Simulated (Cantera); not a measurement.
Charge: 1 mol Al(CH3)3, a varied amount of N2O, 280 mol H2, held at 1650 K and 0.690 bar.

Method: chemical equilibrium by Gibbs-energy minimisation in Cantera with the NASA 1993 tables (ideal gas, pure condensed phases). Candidate condensed phases: Al, AlN, Al2O3, C, C6H6, C7H8, C8H18, H2O; 148 gas species. The feed counts by its element totals alone. Mutual solubility and eutectic melting of coexisting phases are not modelled. Gases not in the tables: Al(OH)3. Kinetics and transport are ignored.

x: gas mole fraction; n: condensed amount in mol.

```csv
n(N2O) (mol),x H2,x N2,x H2O,x CO,x CH4,n AlN(s),n C(graphite),n Al2O3(s)
2.2,0.985,0.00579,3.34e-6,0.00763,?,1.000,0.455,0
2.7,0.982,0.00750,4.73e-6,0.00933,?,1.000,0,0
3.4,0.979,0.0106,9.17e-6,0.00977,?,0.626,0,0.187
4.3,0.975,0.0146,1.02e-5,0.00977,?,0.0342,0,0.483
5.4,0.968,0.0184,0.00306,0.0102,?,0,0,0.500
6.7,0.959,0.0228,0.00745,0.0102,?,0,0,0.500
8.4,0.948,0.0284,0.0131,0.0101,?,0,0,0.500
11,0.931,0.0368,0.0217,0.00998,?,0,0,0.500
13,0.918,0.0433,0.0282,0.00989,?,0,0,0.500
17,0.893,0.0558,0.0409,0.00971,?,0,0,0.500
21,0.869,0.0681,0.0533,0.00954,?,0,0,0.500
26,0.839,0.0829,0.0683,0.00933,?,0,0,0.500
```

Task: What belongs in the gaps?

Result: 
- 2.2, x CH4: 0.000890
- 2.7, x CH4: 0.000761
- 3.4, x CH4: 0.000407
- 4.3, x CH4: 0.000362
- 5.4, x CH4: 1.23e-6
- 6.7, x CH4: 4.91e-7
- 8.4, x CH4: 2.67e-7
- 11, x CH4: 1.51e-7
- 13, x CH4: 1.11e-7
- 17, x CH4: 6.89e-8
- 21, x CH4: 4.78e-8
- 26, x CH4: 3.28e-8
